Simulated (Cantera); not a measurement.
A closed system holds: 1 mol Si, 0.53 mol Cl₂, a varied amount of H₂, at 1373 K and 750 Torr.

Equilibrium computed with Cantera from the NASA thermochemical tables; the gas is ideal and each condensed phase is pure. Candidate condensed phases: Si; 19 gas species. Kinetics and transport are ignored.

**Question.** What share of the Si ends up in condensed phases as a function of n(H₂) (mol), at 1.7, 2.9, 4, 5.2, 6.4, 7.6, 8.7, 9.9, 11, 12, 13?

**Answer.** 
```csv
n(H₂) (mol),Si condensed (%),as
1.7,72.3,Si(s)
2.9,73.7,Si(s)
4,74.9,Si(s)
5.2,76.2,Si(s)
6.4,77.4,Si(s)
7.6,78.4,Si(s)
8.7,79.4,Si(s)
9.9,80.3,Si(s)
11,81.1,Si(s)
12,81.8,Si(s)
13,82.4,Si(s)
```
